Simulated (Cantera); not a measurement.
## Thermodynamics of titanium nitride, carbide and oxide coatings, feed TiCl₄ + H₂O

Feed: 1 mol TiCl₄, 8.4 mol H₂O, at 12.0 Pa.

These are equilibrium values from Cantera (NASA tables, ideal gas, pure condensed phases), not measurements of a reactor. Candidate condensed phases: H₂O, Ti, TiCl₂, TiCl₃, TiCl₄, TiO, TiO₂, Ti₂O₃, Ti₃O₅, Ti₄O₇; 23 gas species. The numbers say what is thermodynamically allowed, not how fast it happens.

| T (K) | x H₂O | x HCl | x Cl | x H₂ | n TiO₂(rutile) |
|---|---|---|---|---|---|
| 1200 | 0.615 | 0.384 | 0.000401 | 0.000224 | 1.00 |
| 1250 | 0.615 | 0.384 | 0.000715 | 0.000410 | 1.00 |
| 1300 | 0.615 | 0.383 | 0.00122 | 0.000717 | 1.00 |
| 1350 | 0.614 | 0.382 | 0.00199 | 0.00121 | 1.00 |
| 1400 | 0.614 | 0.381 | 0.00314 | 0.00196 | 1.00 |
| 1450 | 0.613 | 0.379 | 0.00480 | 0.00308 | 1.00 |
| 1500 | 0.611 | 0.376 | 0.00709 | 0.00471 | 1.00 |
| 1550 | 0.609 | 0.372 | 0.0102 | 0.00700 | 1.00 |
| 1600 | 0.606 | 0.367 | 0.0143 | 0.0101 | 1.000 |
x: gas mole fraction; n: condensed amount in mol.

From 1200 K to 1600 K the condensed part is TiO₂(rutile).
